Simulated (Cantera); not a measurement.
A Cantera script and what it prints.

```python
import numpy as np
import cantera as ct

gas_names = [...]  # 115 gases of nasa_gas.yaml made of C, Ca, H, O
cond_names = """
    C(gr) C6H6(L) C7H8(L) C8H18(L),n-octa Ca(a) Ca(b) Ca(L) CaCO3(caL) CaO(s) CaO(L) CaO2H2(s) H2O(s)
    H2O(L)
""".split()


# ... load() reads the species with a 1 bar reference pressure and builds the phases ...
atoms = {
    'CaCO3': {'Ca': 1, 'C': 1, 'O': 3},
    'C': {'C': 1},
    'H2O': {'H': 2, 'O': 1},
}
top_T = {'C(gr)': 4500}  # K; cautious upper limits of use, not melting points


# ... equilibrate(T, P, feed) seeds the gas with the atoms and calls Mixture.equilibrate('TP', solver="vcs", rtol=1e-11, max_steps=5000) ...
results = []
feed = {'CaCO3': 1, 'C': 0.85, 'H2O': 0.19}  # mol
P = 133.322  # Pa
for T in [773, 798, 823, 848, 873, 898, 923, 948, 973, 998]:
    mix = equilibrate(T, P, feed)
    results.append((T, P, feed, dict(zip(mix.species_names, mix.species_moles))))

top = {s: max(r[3][s] / sum(r[3][g] for g in gas_names) for r in results) for s in gas_names}
cols = sorted((s for s in top if top[s] > 1e-05), key=lambda s: -top[s])[:5]
seen = [c for c in cond_names if any(r[3].get(c, 0) > 1e-12 for r in results)]
print("log10 of partial pressures in bar; condensed amounts in mol")
print(f"{'T/K':>10s}" + "".join(f"{s[:9]:>10s}" for s in cols + seen))
for T, P, feed, n in results:
    ng = sum(n[g] for g in gas_names)
    print(f"{T:10.4g}" + "".join(f"{np.log10(max(n[s] / ng * P / 1e5, 1e-99)):10.3f}" for s in cols)
          + "".join(f"{n.get(c, 0):10.4g}" for c in seen))
```

Result:

```
log10 of partial pressures in bar; condensed amounts in mol
       T/K        CO        H2       CO2       H2O       CH4     C(gr) CaCO3(caL    CaO(s)
       773    -3.145    -3.323    -3.902    -4.790    -6.320    0.6199    0.9055    0.0945
       798    -3.003    -3.928    -3.665    -5.221    -8.031         0         0         1
       823    -3.003    -3.931    -3.667    -5.154    -8.551         0         0         1
       848    -3.002    -3.935    -3.669    -5.092    -9.041         0         0         1
       873    -3.002    -3.939    -3.672    -5.036    -9.504         0         0         1
       898    -3.001    -3.944    -3.674    -4.983    -9.942         0         0         1
       923    -3.001    -3.949    -3.677    -4.935   -10.356         0         0         1
       948    -3.000    -3.954    -3.679    -4.890   -10.750         0         0         1
       973    -3.000    -3.959    -3.682    -4.848   -11.124         0         0         1
       998    -2.999    -3.964    -3.685    -4.810   -11.480         0         0         1
```

Method: chemical equilibrium by Gibbs-energy minimisation in Cantera with the NASA 1993 tables (ideal gas, pure condensed phases).
